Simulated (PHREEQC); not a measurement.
PHREEQC input (ion-association model, wateq4f.dat):

```
SOLUTION_MASTER_SPECIES
  An  An-  0  An  62.0  # stands for a non-complexing anion
SOLUTION_SPECIES
  An- = An-
    -log_k 0
    -gamma 3.0 0
PHASES
  Fix_H+
    H+ = H+
    -log_k 0
SOLUTION 1
  temp 25
  units mmol/kgw
  pH 7 charge
  Cl 0.0072
  Ba 0.0036
  Na 5
  An 5
END
SELECTED_OUTPUT 1
  -reset false
  -pH true
  -pe true
  -ionic_strength true
  -water true
  -totals Ba Cl Na
  -molalities Hfo_wOH Hfo_wOH2+ Hfo_wO- Hfo_sOH Hfo_sOH2+ Hfo_sO- Hfo_sOHBa+2 Hfo_wOBa+
  -saturation_indices Halite
USER_PUNCH 1
  -headings sigma psi
  10 PUNCH EDL("sigma", "Hfo"), EDL("psi", "Hfo")
PRINT
  -reset false
USE solution 1
SURFACE 1
  Hfo_wOH 3.14607e-05 600 0.014
  Hfo_sOH 7.86517e-07
EQUILIBRIUM_PHASES 1
  Fix_H+ -4 HAn 10
    -force_equality true
  O2(g) -0.68 10
END
# ... the last block is repeated for the other 16 points of pH, with NaOH or the acid as the point needs
```

Selected output (columns that matter, 11 of 17 rows; pH added in front):

```
pH	mu	Ba	Na	m_Hfo_wOH	m_Hfo_wOH2+	m_Hfo_wO-	m_Hfo_sOH	m_Hfo_sOH2+	m_Hfo_sO-	m_Hfo_sOHBa+2	m_Hfo_wOBa+	si_Halite	sigma	psi
4	0.0051259	3.6e-06	0.005	1.5301e-05	1.582e-05	3.3903e-07	3.8253e-07	3.9551e-07	8.4758e-09	8.2652e-14	1.364e-17	-9.0924	0.18229	0.19377
5	0.0050254	3.6e-06	0.005	2.1425e-05	8.8469e-06	1.1887e-06	5.3563e-07	2.2117e-07	2.9716e-08	1.8508e-12	7.6481e-16	-9.0918	0.090172	0.15819
5.5	0.0050168	3.6e-06	0.005	2.2886e-05	6.8142e-06	1.7608e-06	5.7213e-07	1.7035e-07	4.402e-08	1.0282e-11	5.8922e-15	-9.0917	0.059501	0.13701
6.5	0.0050121	3.5995e-06	0.005	2.396e-05	4.7065e-06	2.7943e-06	5.9864e-07	1.1759e-07	6.9816e-08	4.6822e-10	4.0697e-13	-9.0917	0.022526	0.088544
7	0.0050114	3.5963e-06	0.005	2.4091e-05	4.217e-06	3.1528e-06	5.9942e-07	1.0493e-07	7.8447e-08	3.7198e-09	3.6432e-12	-9.0917	0.012615	0.061927
8	0.0050116	3.4117e-06	0.0050013	2.4146e-05	3.524e-06	3.7902e-06	4.5937e-07	6.7044e-08	7.2107e-08	1.8799e-07	2.8882e-10	-9.0916	0.0012072	0.0074423
9	0.0050212	2.8436e-06	0.005013	2.3883e-05	2.6758e-06	4.8834e-06	3.6733e-08	4.1155e-09	7.5109e-09	7.3816e-07	1.8273e-08	-9.0906	-0.0082298	-0.044921
9.5	0.0050447	2.6702e-06	0.0050374	2.3547e-05	2.3438e-06	5.4194e-06	5.2375e-09	5.2132e-10	1.2054e-09	7.7955e-07	1.502e-07	-9.0886	-0.015703	-0.07146
10.5	0.0053523	7.6938e-07	0.0053518	2.0053e-05	1.1173e-06	8.2453e-06	5.8986e-10	3.2864e-11	2.4253e-10	7.8565e-07	2.045e-06	-9.0641	-0.040343	-0.11571
11	0.0060989	1.6675e-07	0.0061012	1.7651e-05	6.8101e-07	1.0481e-05	5.7905e-10	2.2341e-11	3.4382e-10	7.8557e-07	2.6477e-06	-9.0114	-0.064114	-0.13584
12	0.016422	1.5507e-08	0.01643	8.9648e-06	9.393e-08	1.9601e-05	1.0205e-09	1.0693e-11	2.2313e-09	7.8325e-07	2.8012e-06	-8.6205	-0.17393	-0.16151
```
